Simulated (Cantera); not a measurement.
A closed system holds: 1 mol Fe₂O₃, 4.9 mol CH₄, 1.1 mol H₂, held at 64.0 Pa.

Cantera equilibrium calculation (NASA polynomials, part measured and part estimated; ideal gas, pure solids and liquids). Candidate condensed phases: C, C₆H₆, C₇H₈, C₈H₁₈, Fe, Fe(CO)₅, FeO, Fe(OH)₂, Fe(OH)₃, Fe₂O₃, Fe₃O₄, H₂O; 114 gas species. Condensed phases not in the tables: cementite and carbon dissolved in iron. The numbers say what is thermodynamically allowed, not how fast it happens. All values below are at 1325 K.

Base state: H₂ 0.784, CO 0.216, H 5.72e-5 (mole fractions); condensed: C(graphite) + Fe(γ).

Problem. What changes in the equilibrium state with this change: pressure from 64.0 Pa to 1.10 bar?

Solution. 
```tsv
species	before	after
H₂	0.784	0.779
CO	0.216	0.215
CH₄	2.64e-6	0.00448
H₂O	7.79e-7	0.00133
CO₂	1.15e-7	0.000197
H	5.72e-5	1.38e-6
C(graphite), mol	1.90	1.86
Fe(γ), mol	2.00	2.00
```
